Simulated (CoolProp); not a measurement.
A simple Rankine cycle with tetrahydrofuran: condensing at 293.15 K, boiler at 0.0937 MPa, turbine inlet 351.7 K, turbine efficiency 0.65, pump efficiency 0.6, no recuperator. Each further row changes one setting.

The numbers come from the reference Helmholtz-energy equation of state, Fiedler 2023 in CoolProp.

| case | thermal efficiency (%) | net work (kJ/kg) | heat in (kJ/kg) | turbine exit temperature (K) | volume ratio over the turbine |
|---|---|---|---|---|---|
| as stated | 7.8 | 40.4 | 515 | 316.4 | 4.96 |
| turbine inlet 371.7 K | 7.9 | 43.0 | 542 | 336.9 | 4.98 |
| condensing temperature 285.15 K | 9.2 | 48.5 | 528 | 309.0 | 7.08 |
| boiler pressure 0.0656 MPa | 6.3 | 32.6 | 516 | 324.0 | 3.53 |
| turbine efficiency 0.55 | 6.6 | 34.1 | 515 | 321.8 | 5.05 |
